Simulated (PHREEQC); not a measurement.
Solution (85 °C and 100 atm): 12 mmol/kgw Na2CO3, 0.077 mmol/kgw K2SO4 and 0.15 mmol/kgw H4SiO4. Closed to the air; pH follows from the charge balance.

Computed with PHREEQC (Pitzer model, pitzer.dat).

The ionic strength comes out as 0.0316 mol/kgw. What activity coefficients do HCO3-, OH-, K+, H2SiO4-2, SO4-2 get?

HCO3- 0.87, OH- 0.83, K+ 0.82, H2SiO4-2 0.44, SO4-2 0.46. Single-ion values are on the MacInnes scale.

Precipitation was switched off in this run. Under pressure, the constants of complexes without a molar volume in the database are unreliable. At this temperature some constants are extrapolated from 25 °C, and those without enthalpy data are left unchanged.
